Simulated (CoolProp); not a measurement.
C3F8 (R218) at 298.15 K and 3.32 MPa flows at 0.055 m/s in a round tube of 10 mm bore and 1.5 µm roughness, fully developed (64/Re and Nu = 3.66 if laminar; Colebrook and Gnielinski if turbulent). Each further row changes one setting.

Computed with CoolProp (reference Helmholtz-energy equation of state, Lemmon 2006). It is a short technical equation, of lower accuracy than the large ones.

```
case               Reynolds number  Darcy friction factor  pressure drop (Pa/m)  heat-transfer coefficient (W/(m² K))  mass flow (kg/h)
-----------------  ---------------  ---------------------  --------------------  ------------------------------------  ----------------
as stated                     4020             (withheld)                  8.23                            (withheld)        (withheld)
velocity 0.11 m/s             8050                 0.0329            (withheld)                            (withheld)              42.3
diameter 20 mm                8050                 0.0328                  3.38                                   128        (withheld)
```

Problem. Complete the blanks.

Solution. 
- as stated, Darcy friction factor: 0.0400
- as stated, heat-transfer coefficient (W/(m² K)): 126
- as stated, mass flow (kg/h): 21.2
- velocity 0.11 m/s, pressure drop (Pa/m): 27.1
- velocity 0.11 m/s, heat-transfer coefficient (W/(m² K)): 256
- diameter 20 mm, mass flow (kg/h): 84.7

Viscosity comes from a separate model (Huber 2003), an estimate that may be off by 10 % or more. Thermal conductivity comes from a separate model (Huber 2003), an estimate that may be off by 10 % or more.
